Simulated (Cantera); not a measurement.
## Low-pressure radical oxidation in H2/O2

An isothermal, constant-pressure homogeneous reactor starts with 3.10 % H2, 96.9 % O2, equivalence ratio 0.016, at 1450 K and 0.00286 atm.

Cantera simulation using the H2/O2 subset of GRI-Mech 3.0, which has no nitrogen chemistry; the numbers are that mechanism's predictions, not measurements. Radical loss at walls, strong at low pressure, is not modelled.

| t (s) | x H2 | x O2 | x O | x OH | x H2O2 |
|---|---|---|---|---|---|
| 0.000900 | 0.0310 | 0.969 | 5.53e-7 | 4.91e-7 | 3.74e-10 |
| 0.00247 | 0.0310 | 0.969 | 1.62e-5 | 1.41e-5 | 2.37e-9 |
| 0.00678 | 0.00690 | 0.948 | 0.0160 | 0.00725 | 1.20e-8 |
| 0.0186 | 0.000344 | 0.941 | 0.0250 | 0.00430 | 5.87e-9 |
| 0.0511 | 0.000341 | 0.941 | 0.0248 | 0.00428 | 5.86e-9 |
| 0.140 | 0.000333 | 0.942 | 0.0241 | 0.00423 | 5.82e-9 |
| 0.385 | 0.000312 | 0.943 | 0.0224 | 0.00410 | 5.71e-9 |
| 1.06 | 0.000262 | 0.948 | 0.0186 | 0.00377 | 5.42e-9 |
| 2.90 | 0.000171 | 0.955 | 0.0119 | 0.00306 | 4.68e-9 |
| 7.96 | 7.08e-5 | 0.963 | 0.00478 | 0.00198 | 3.23e-9 |
| 21.9 | 1.78e-5 | 0.967 | 0.00118 | 0.000992 | 1.61e-9 |
| 60.0 | 3.52e-6 | 0.968 | 0.000231 | 0.000441 | 6.21e-10 |
x: mole fraction; the columns are a selection and need not sum to one.

Equilibrium at this temperature and pressure: H2 5.65e-7, O2 0.968, O 3.69e-5, OH 0.000177, H2O2 2.56e-10 (gas phase only).
